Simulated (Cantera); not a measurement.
A Cantera script and what it prints.

```python
import numpy as np
import cantera as ct

gas_names = """
    H HO2 H2 H2O H2O2 O OH O2 O3 Pb PbO Pb2
""".split()
cond_names = """
    H2O(s) H2O(L) Pb(cr) Pb(L) PbO(rd) PbO(yw) PbO(L) PbO2(s) Pb3O4(s)
""".split()


def load(file, names, dense=False):
    # The tables refer to 1 bar. Condensed volumes are neglected.
    table = {s.name: s for s in ct.Species.list_from_file(file)}
    out = []
    for n in names:
        d = dict(table[n].input_data)
        d["thermo"] = dict(d["thermo"], **{"reference-pressure": 1e5})
        if dense:
            d["equation-of-state"] = {"model": "constant-volume", "density": "1e6 g/cm^3"}
        out.append(ct.Species.from_dict(d))
    return out


gas = ct.Solution(thermo="ideal-gas", species=load("nasa_gas.yaml", gas_names))
cond = {s.name: ct.Solution(thermo="fixed-stoichiometry", species=[s], name=s.name)
        for s in load("nasa_condensed.yaml", cond_names, dense=True)}
atoms = {
    'PbO': {'Pb': 1, 'O': 1},
    'H2': {'H': 2},
}
top_T = {'Pb3O4(s)': 820}  # K; cautious upper limits of use, not melting points


def equilibrate(T, P, feed):
    n = {}
    for name, mol in feed.items():
        for a, k in atoms[name].items():
            n[a] = n.get(a, 0.0) + k * mol
    gas.TPX = T, P, n
    mass = sum(n.values()) * gas.mean_molecular_weight
    gas.equilibrate("TP")
    valid = [c for c in cond.values() if c.min_temp <= T <= top_T.get(c.name, c.max_temp)]
    mix = ct.Mixture([(gas, mass / gas.mean_molecular_weight)] + [(c, 0.0) for c in valid])
    mix.T, mix.P = T, P
    mix.equilibrate("TP", solver="vcs", rtol=1e-11, max_steps=5000)
    return mix


results = []
T = 1073.15  # K
P = 55000  # Pa
for m in [0.56, 0.8, 1.1, 1.6, 2.3, 3.3, 4.8, 6.8, 9.8]:
    feed = {'PbO': 1, 'H2': m}  # mol
    mix = equilibrate(T, P, feed)
    results.append((T, P, feed, dict(zip(mix.species_names, mix.species_moles))))

top = {s: max(r[3][s] / sum(r[3][g] for g in gas_names) for r in results) for s in gas_names}
cols = sorted((s for s in top if top[s] > 0.001), key=lambda s: -top[s])[:7]
seen = [c for c in cond_names if any(r[3].get(c, 0) > 1e-12 for r in results)]
print("log10 of partial pressures in bar; condensed amounts in mol")
print(f"{'n(H2)':>10s}" + "".join(f"{s[:9]:>10s}" for s in cols + seen))
for T, P, feed, n in results:
    ng = sum(n[g] for g in gas_names)
    print(f"{feed['H2']:10.4g}" + "".join(f"{np.log10(max(n[s] / ng * P / 1e5, 1e-99)):10.3f}" for s in cols)
          + "".join(f"{n.get(c, 0):10.4g}" for c in seen))
```

Result:

```
log10 of partial pressures in bar; condensed amounts in mol
     n(H2)       H2O        H2     Pb(L)   PbO(yw)
      0.56    -0.260    -3.983    0.5598    0.4401
       0.8    -0.260    -3.983    0.7997    0.2001
       1.1    -0.301    -1.301    0.9999         0
       1.6    -0.464    -0.686    0.9998         0
       2.3    -0.621    -0.507    0.9997         0
       3.3    -0.778    -0.416    0.9996         0
       4.8    -0.941    -0.361    0.9994         0
       6.8    -1.092    -0.329    0.9991         0
       9.8    -1.251    -0.306    0.9987         0
```

These are equilibrium values from Cantera (NASA tables, ideal gas, pure condensed phases), not measurements of a reactor. Mutual solubility and eutectic melting of coexisting phases are not modelled.
